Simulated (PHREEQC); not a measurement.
0.5 mol of Gypsum (CaSO4:2H2O) is brought to equilibrium with 1 kg of water, at 45 °C under several pressures of CO2. O2 is buffered at 0.21 atm. Only these solids could form: Gypsum, Calcite.

Computed with PHREEQC (ion-association model, phreeqc.dat).

```json
[
 {"log pCO2 (atm)": "-5", "pH": "6.52", "dissolved Ca (mol/kgw)": "0.0154", "dissolved S (mol/kgw)": "0.0154", "CO2 (mol/kgw)": "2.12e-7"},
 {"log pCO2 (atm)": "-4.5", "pH": "6.32", "dissolved Ca (mol/kgw)": "0.0154", "dissolved S (mol/kgw)": "0.0154", "CO2 (mol/kgw)": "6.70e-7"},
 {"log pCO2 (atm)": "-4", "pH": "6.08", "dissolved Ca (mol/kgw)": "0.0154", "dissolved S (mol/kgw)": "0.0154", "CO2 (mol/kgw)": "2.12e-6"},
 {"log pCO2 (atm)": "-3.5", "pH": "5.84", "dissolved Ca (mol/kgw)": "0.0154", "dissolved S (mol/kgw)": "0.0154", "CO2 (mol/kgw)": "6.70e-6"},
 {"log pCO2 (atm)": "-3", "pH": "5.59", "dissolved Ca (mol/kgw)": "0.0154", "dissolved S (mol/kgw)": "0.0154", "CO2 (mol/kgw)": "2.12e-5"},
 {"log pCO2 (atm)": "-2.5", "pH": "5.34", "dissolved Ca (mol/kgw)": "0.0154", "dissolved S (mol/kgw)": "0.0154", "CO2 (mol/kgw)": "6.70e-5"},
 {"log pCO2 (atm)": "-2", "pH": "5.09", "dissolved Ca (mol/kgw)": "0.0154", "dissolved S (mol/kgw)": "0.0154", "CO2 (mol/kgw)": "0.000212"},
 {"log pCO2 (atm)": "-1.5", "pH": "4.84", "dissolved Ca (mol/kgw)": "0.0154", "dissolved S (mol/kgw)": "0.0154", "CO2 (mol/kgw)": "0.000670"},
 {"log pCO2 (atm)": "-1", "pH": "4.59", "dissolved Ca (mol/kgw)": "0.0154", "dissolved S (mol/kgw)": "0.0154", "CO2 (mol/kgw)": "0.00212"},
 {"log pCO2 (atm)": "-0.5", "pH": "4.34", "dissolved Ca (mol/kgw)": "0.0154", "dissolved S (mol/kgw)": "0.0154", "CO2 (mol/kgw)": "0.00669"},
 {"log pCO2 (atm)": "0", "pH": "4.09", "dissolved Ca (mol/kgw)": "0.0154", "dissolved S (mol/kgw)": "0.0154", "CO2 (mol/kgw)": "0.0211"}
]
```

Species that the database lacks are ignored. Away from 25 °C the constants follow the database's enthalpies or fits; those with neither stay at their 25 °C values.
